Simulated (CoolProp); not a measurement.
Properties of n-decane along the isobar 693 kPa.

The numbers come from the reference Helmholtz-energy equation of state, Lemmon 2006 in CoolProp. It is a short technical equation, of lower accuracy than the large ones.

| T (°C) | phase | cv (kJ/(kg K)) | speed of sound (m/s) |
|---|---|---|---|
| 24.55 | liquid | 1.772 | 1239 |
| 36.25 | liquid | 1.818 | 1193 |
| 48.05 | liquid | 1.865 | 1148 |
| 59.85 | liquid | 1.913 | 1104 |
| 71.55 | liquid | 1.960 | 1061 |
| 83.35 | liquid | 2.008 | 1019 |
| 95.05 | liquid | 2.056 | 978.0 |
| 106.85 | liquid | 2.104 | 937.2 |
| 118.65 | liquid | 2.152 | 897.0 |
| 130.35 | liquid | 2.199 | 857.5 |
| 142.15 | liquid | 2.246 | 818.0 |
| 153.85 | liquid | 2.293 | 779.1 |
| 165.65 | liquid | 2.339 | 739.9 |
| 177.45 | liquid | 2.385 | 700.8 |
| 189.15 | liquid | 2.430 | 661.8 |
| 200.95 | liquid | 2.475 | 622.2 |
